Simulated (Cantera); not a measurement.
Mixture: CH₄ : O₂ : N₂ = 1 : 1.82 : 10.4 (molar parts), equivalence ratio 1.1, at 1130 Torr, adiabatic and at constant pressure. Ignition delay is the time to a rise of 400 K.

Computed with Cantera and GRI-Mech 3.0 (53 species, 325 reactions).

Q: Predict: delay at 1050 K; delay at 1125 K; delay at 1200 K; delay at 1275 K; delay at 1350 K; delay at 1425 K; delay at 1500 K; apparent activation energy between 1350 and 1500 K.

A: 
| Item | Value |
|---|---|
| delay at 1050 K | 0.481 s |
| delay at 1125 K | 0.150 s |
| delay at 1200 K | 50.6 ms |
| delay at 1275 K | 18.4 ms |
| delay at 1350 K | 7.16 ms |
| delay at 1425 K | 2.95 ms |
| delay at 1500 K | 1.29 ms |
| apparent activation energy between 1350 and 1500 K | 190 kJ/mol |
